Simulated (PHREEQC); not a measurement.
A solution holds 2.4 mmol/kgw HF and 57 mmol/kgw NH4HF2, at 36 °C. Closed to the air; pH follows from the charge balance.

The numbers come from PHREEQC with the ion-association model, wateq4f.dat.

```
quantity                   before    after
------------------------  -------  -------
pH                           3.21     3.13
ionic strength (mol/kgw)   0.0577   0.0579
F- (mol/kgw)               0.0489   0.0503
HF (mol/kgw)               0.0433   0.0406
HF2- (mol/kgw)            0.00883  0.00760
H2F2 (mol/kgw)            0.00330  0.00519
```

Q: What was changed between the two runs?
(A) HF from 0.0024 to 0.024 mol/kgw
(B) NH4HF2 from 0.057 to 0.0285 mol/kgw
(C) NH4HF2 left out
(D) temperature from 36 to 20 °C
(E) NH4HF2 from 0.057 to 0.0513 mol/kgw

A: D, temperature from 36 to 20 °C

No solid was allowed to form. wateq4f.dat counts part of the HF as a dimer, H2F2, which phreeqc.dat doesn't know; its constant is uncertain. Away from 25 °C the constants follow the database's enthalpies or fits; those with neither stay at their 25 °C values.
